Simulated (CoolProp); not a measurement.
Aqueous potassium carbonate as a coolant, 35 % by mass, freezing at -26.7 °C, 1 atm.

Values from CoolProp's Melinder's fits for secondary coolants.

| T (°C) | cp (kJ/(kg K)) | Prandtl number | density (kg/m³) | conductivity (W/(m K)) |
|---|---|---|---|---|
| -17.5 | (withheld) | (withheld) | 1372 | 0.502 |
| -7.6 | 2.774 | 39.3 | 1368 | 0.518 |
| 2.3 | (withheld) | (withheld) | 1364 | 0.534 |
| 12.2 | (withheld) | (withheld) | 1360 | 0.550 |
| 22.1 | 2.828 | (withheld) | 1355 | (withheld) |
| 32 | 2.848 | 12.3 | 1349 | 0.582 |

Q: Fill in the missing entries.

A: 
- -17.5, cp (kJ/(kg K)): 2.758
- -17.5, Prandtl number: 60.2
- 2.3, cp (kJ/(kg K)): 2.792
- 2.3, Prandtl number: 27.4
- 12.2, cp (kJ/(kg K)): 2.810
- 12.2, Prandtl number: 20.2
- 22.1, Prandtl number: 15.6
- 22.1, conductivity (W/(m K)): 0.566
